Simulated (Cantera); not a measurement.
What does this Cantera script print?

```python
import numpy as np
import cantera as ct

gas_names = """
    CL CL2 H HCL H2 N NH NH2 NH3 N2 N2H2 N2H4 Si SiCL SiCL2 SiCL3 SiCL4 SiH SiHCL3 SiH2 SiH2CL2 SiH3
    SiH3CL SiH4 SiN Si2 Si2N Si3
""".split()
cond_names = """
    NH4CL(a) NH4CL(b) Si(cr) Si(L) Si3N4(a)
""".split()


def load(file, names, dense=False):
    # The tables refer to 1 bar. Condensed volumes are neglected.
    table = {s.name: s for s in ct.Species.list_from_file(file)}
    out = []
    for n in names:
        d = dict(table[n].input_data)
        d["thermo"] = dict(d["thermo"], **{"reference-pressure": 1e5})
        if dense:
            d["equation-of-state"] = {"model": "constant-volume", "density": "1e6 g/cm^3"}
        out.append(ct.Species.from_dict(d))
    return out


gas = ct.Solution(thermo="ideal-gas", species=load("nasa_gas.yaml", gas_names))
cond = {s.name: ct.Solution(thermo="fixed-stoichiometry", species=[s], name=s.name)
        for s in load("nasa_condensed.yaml", cond_names, dense=True)}
atoms = {
    'Si2Cl6': {'Si': 2, 'CL': 6},
    'NH3': {'N': 1, 'H': 3},
    'H2': {'H': 2},
    'N2': {'N': 2},
}
top_T = {'Si3N4(a)': 2400}  # K; cautious upper limits of use, not melting points


def equilibrate(T, P, feed):
    n = {}
    for name, mol in feed.items():
        for a, k in atoms[name].items():
            n[a] = n.get(a, 0.0) + k * mol
    gas.TPX = T, P, n
    mass = sum(n.values()) * gas.mean_molecular_weight
    gas.equilibrate("TP")
    valid = [c for c in cond.values() if c.min_temp <= T <= top_T.get(c.name, c.max_temp)]
    mix = ct.Mixture([(gas, mass / gas.mean_molecular_weight)] + [(c, 0.0) for c in valid])
    mix.T, mix.P = T, P
    mix.equilibrate("TP", solver="vcs", rtol=1e-11, max_steps=5000)
    return mix


results = []
feed = {'Si2Cl6': 1, 'NH3': 1.7, 'H2': 9.1, 'N2': 0.26}  # mol
T = 2023.15  # K
P = 46  # Pa
mix = equilibrate(T, P, feed)
results.append((T, P, feed, dict(zip(mix.species_names, mix.species_moles))))
print(gas.report(threshold=1e-05))
for i in range(1, mix.n_phases):
    print(f"{mix.phase(i).name:16s} {mix.phase_moles(i):12.5e} mol")
```

Result:

```
       temperature   2023.2 K
          pressure   46 Pa
           density   5.1026e-05 kg/m^3
  mean mol. weight   18.659 kg/kmol
   phase of matter   gas

                          1 kg             1 kmol
                     ---------------   ---------------
          enthalpy        3.4749e+06         6.484e+07  J
   internal energy        2.5734e+06        4.8018e+07  J
           entropy             15673        2.9245e+05  J/K
    Gibbs function       -2.8235e+07       -5.2684e+08  J
 heat capacity c_p            1848.5             34493  J/K
 heat capacity c_v            1402.9             26178  J/K

                      mass frac. Y      mole frac. X     chem. pot. / RT
                     ---------------   ---------------   ---------------
                CL          0.033612          0.017692           -27.235
                 H         0.0035201          0.065161           -13.908
               HCL           0.38605           0.19758           -41.143
                H2          0.058391           0.54044           -27.817
                N2          0.096069          0.063989           -37.413
                Si          0.068461          0.045485           -6.9538
              SiCL          0.023768         0.0069803           -34.188
             SiCL2           0.32796          0.061823           -61.423
             SiCL3        0.00054431        7.5549e-05           -88.658
               SiH        0.00071893         0.0004611           -20.862
              SiH2        3.8707e-05        2.3994e-05           -34.771
               SiN        0.00013722        6.0831e-05            -25.66
               Si2         0.0005506        0.00018291           -13.908
              Si2N        0.00010796        2.8705e-05           -32.614
               Si3        6.4276e-05        1.4235e-05           -20.861
     [  +13 minor]        2.7635e-06        4.8432e-07

Si(L)             0.00000e+00 mol
Si3N4(a)          0.00000e+00 mol
```

Cantera equilibrium calculation (NASA polynomials, part measured and part estimated; ideal gas, pure solids and liquids). The feed counts by its element totals alone. The tables' values for SiCl, SiCl3, SiN are old estimates; treat these amounts as uncertain. Gases not in the tables: Si2H6 and higher silanes.
